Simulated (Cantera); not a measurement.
Feed: 1 mol Si₂Cl₆, 0.19 mol NH₃, 49 mol N₂, equilibrated at 140 Pa.

Method: chemical equilibrium by Gibbs-energy minimisation in Cantera with the NASA 1993 tables (ideal gas, pure condensed phases). Candidate condensed phases: NH₄Cl, Si, Si₃N₄; 28 gas species. The feed counts by its element totals alone. The tables' values for SiCl₃ are old estimates; treat these amounts as uncertain. Equilibrium is a limit: real reactors are often held back by kinetics, nucleation or transport. All values below are at 1398 K.

Base state: N₂ 0.950, SiCl₂ 0.0213, HCl 0.0110, SiCl₄ 0.0102, SiCl₃ 0.00714, Cl 0.000185, H₂ 3.82e-5 (mole fractions); condensed: gas only.

What changes in the equilibrium state with this change: NH₃ from 0.19 to 12 mol?


| species | before | after |
|---|---|---|
| N₂ | 0.950 | 0.719 |
| H₂ | 3.82e-5 | 0.203 |
| HCl | 0.0110 | 0.0749 |
| SiCl₄ | 0.0102 | 1.06e-5 |
| SiCl₂ | 0.0213 | 0.00252 |
| SiCl₃ | 0.00714 | 7.89e-5 |
| H | 7.82e-7 | 5.70e-5 |
| Cl | 0.000185 | 1.73e-5 |
| Si₃N₄(s), mol | 0 | 0.602 |
